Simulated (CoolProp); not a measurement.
Vapour-liquid equilibrium of propylene (1) + propane (2) at -67.25 °C; x and y are mole fractions of (1).

Values from CoolProp's multi-fluid Helmholtz-energy mixture model, Lemmon 2013 and Lemmon 2009; pair parameters Bell 2016.

Give the bubble pressure and the first vapour's composition at x = 0.2, 0.65, 0.95. Is there an azeotrope?

x = 0.2: 31.24 kPa, y = 0.262; x = 0.65: 35.52 kPa, y = 0.700; x = 0.95: 37.40 kPa, y = 0.956. No azeotrope shows between x = 0.05 and 0.95.

The pair parameters rest on a limited set of measurements; away from them the model extrapolates.
